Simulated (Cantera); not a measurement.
A closed system holds: 1 mol SiHCl3, 0.22 mol N2, equilibrated at 0.100 bar.

These are equilibrium values from Cantera (NASA tables, ideal gas, pure condensed phases), not measurements of a reactor. Candidate condensed phases: NH4Cl, Si, Si3N4; 28 gas species. N2 is the only nitrogen source here; it is nearly inert below about 1500 K, so the nitride shown seldom forms there in practice. The tables' values for SiCl3 are old estimates; treat these amounts as uncertain. Equilibrium is a limit: real reactors are often held back by kinetics, nucleation or transport.

x: gas mole fraction; n: condensed amount in mol.

```tsv
T (°C)	x SiCl4	x H2	x HCl	x SiHCl3	x N2	x SiCl3	n Si3N4(s)
427	0.515	0.277	0.201	0.000145	0.00674	6.00e-8	0.106
477	0.512	0.271	0.211	___	___	4.27e-7	0.107
527	0.510	0.267	0.218	0.000564	0.00386	2.39e-6	0.107
577	0.508	0.264	0.224	0.000992	0.00295	1.09e-5	0.108
627	0.506	0.261	0.229	0.00164	0.00229	4.22e-5	0.108
677	0.504	0.259	0.233	0.00257	0.00183	0.000141	0.109
727	0.502	0.256	0.236	0.00384	0.00150	0.000417	0.109
777	0.499	0.253	0.240	___	___	0.00110	0.109
827	0.495	0.250	0.244	0.00748	0.00118	0.00264	0.109
877	0.488	0.245	0.250	0.00971	0.00117	0.00575	0.109
```

Complete the blanks.


- 477, x SiHCl3: 0.000298
- 477, x N2: 0.00509
- 777, x SiHCl3: 0.00548
- 777, x N2: 0.00129
